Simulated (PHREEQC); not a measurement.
0.69 g of hydrous ferric oxide (600 m²/g; 0.2 weak and 0.005 strong sites per Fe, Dzombak-Morel constants, diffuse double layer) in 1 kg of water with 0.05 mol/kgw of an inert sodium salt and 2.5e-06 mol/kgw CuSO4, at 25 °C; the pH is set by adding NaOH or the inert anion's acid. Oxygen is held at 0.21 atm. The system is closed to CO2. No solid was allowed to form.

Base run: PHREEQC, ion-association model, wateq4f.dat. Each further column changes one thing. The table gives S sorbed (%).

```tsv
pH	base	no electrostatic term (-no_edl)	background salt from 0.05 to 0.005 mol/kgw	oxide from 0.69 to 3.4 g/kgw	0.00025 mol/kgw Na2HAsO4 added
3	99.9	0.2	100.0	100.0	99.7
3.38	99.9	0.2	100.0	100.0	99.6
4.12	99.8	0.2	100.0	100.0	99.2
4.5	99.6	0.2	100.0	99.9	98.6
5.25	98.3	0.2	99.8	99.6	?
5.62	95.7	0.2	99.4	99.1	77.5
6.38	68.8	0.2	90.2	91.5	17.2
6.75	38.3	0.2	67.1	?	4.5
7.5	3.6	0.3	7.8	15.5	0.2
7.88	0.8	0.3	1.6	?	0.0
8.62	0.0	0.3	0.1	0.2	0.0
9	0.0	0.2	0.0	0.0	0.0
```

Q: Fill in the missing entries.

A: 
- 5.25, 0.00025 mol/kgw Na2HAsO4 added: 91.9
- 6.75, oxide from 0.69 to 3.4 g/kgw: 75.2
- 7.88, oxide from 0.69 to 3.4 g/kgw: 3.9

The database's constant for dissolved Cu(OH)2 is higher than later reviews accept. The oxide is taken as insoluble; below pH 4 it would dissolve. The database has no arsenate complexes of Cu.
